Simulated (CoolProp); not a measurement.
Properties of carbon dioxide along the isotherm -44.15 °C (Tc = 31.0 °C, pc = 7.377 MPa, ω = 0.224).

Computed with CoolProp (reference Helmholtz-energy equation of state, Span 1996).

```tsv
p (MPa)	phase	Z	cv (kJ/(kg K))	Joule-Thomson coefficient (K/MPa)	expansivity (1/kK)	conductivity (mW/(m K))
3.69	liquid	0.07483	0.9612	-0.1078	[?]	164
7.38	liquid	[?]	0.9651	-0.1258	3.145	168
11.1	liquid	0.2217	0.9686	-0.1415	3.000	171
14.8	liquid	0.2936	0.9719	-0.1552	2.875	174
18.4	liquid	0.3628	0.9749	[?]	2.767	176
22.1	liquid	[?]	0.9778	-0.1779	2.668	179
25.8	liquid	0.5028	0.9805	-0.1876	2.580	182
29.5	liquid	0.5719	0.9831	-0.1964	2.499	184
33.2	liquid	0.6403	0.9856	-0.2044	2.426	187
36.9	liquid	0.7081	0.9879	-0.2117	2.359	189
```

Task: What belongs in the gaps?

Result: 
- 3.69, expansivity (1/kK): 3.312
- 7.38, Z: 0.1485
- 18.4, Joule-Thomson coefficient (K/MPa): -0.1670
- 22.1, Z: 0.4332

Thermal conductivity comes from a separate model (Huber 2016).
